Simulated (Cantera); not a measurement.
# Catalytic stagnation flow on Pt

A jet of 3.83 % H2, 9.84 % O2, 86.3 % N2 at 300 K and 33.8 Torr hits a platinum plate 5.9 cm away at a mass flux of 0.03 kg/m²/s; the plate temperature is set and raised in steps from an oxygen-covered start.

Computed with Cantera and Deutschmann's 1995 Pt surface mechanism with GRI-Mech 3.0 gas chemistry. Catalytic surfaces can have several steady states; this one follows from the mechanism file's or the stated starting coverage.

| plate T (K) | wall x H2 | wall x O2 | wall x H2O | wall x OH | θ free Pt | θ O* | θ OH* |
|---|---|---|---|---|---|---|---|
| 500 | 0.00321 | 0.0607 | 0.0690 | <1e-8 | 0.0775 | 0.903 | 0.0190 |
| 550 | 0.00320 | 0.0608 | 0.0684 | <1e-8 | 0.0819 | 0.907 | 0.0109 |
| 600 | 0.00319 | 0.0609 | 0.0680 | <1e-8 | 0.0862 | 0.907 | 0.00676 |
| 650 | 0.00318 | 0.0610 | 0.0676 | <1e-8 | 0.0906 | 0.905 | 0.00451 |
| 700 | 0.00308 | 0.0610 | 0.0673 | <1e-8 | 0.0977 | 0.899 | 0.00322 |
x: mole fraction at the wall; θ: surface coverage.
